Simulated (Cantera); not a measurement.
An isothermal plug-flow reactor at 525 K and 5.00 bar (inlet), inlet velocity 1.4 m/s, active area per volume 400 1/m; feed 1.46 % H2, 6.67 % O2, 82.3 % N2, 9.58 % H2O, equivalence ratio 0.11.

Detailed kinetics in Cantera: Deutschmann's 1995 Pt surface mechanism with GRI-Mech 3.0 gas chemistry. Catalytic surfaces can have several steady states; this one follows from the mechanism file's or the stated starting coverage. Mass transfer to the wall is taken as infinitely fast.

Task: Predict: x(H2) at z = 0.01 m; x(O2) at z = 0.01 m; x(H2O) at z = 0.01 m; θ(free Pt) at the exit; θ(O*) at the exit; θ(OH*) at the exit.

Result: 
- x(H2) at z = 0.01 m: 0.000488
- x(O2) at z = 0.01 m: 0.0600
- x(H2O) at z = 0.01 m: 0.111
- θ(free Pt) at the exit: 0.0123
- θ(O*) at the exit: 0.913
- θ(OH*) at the exit: 0.0741
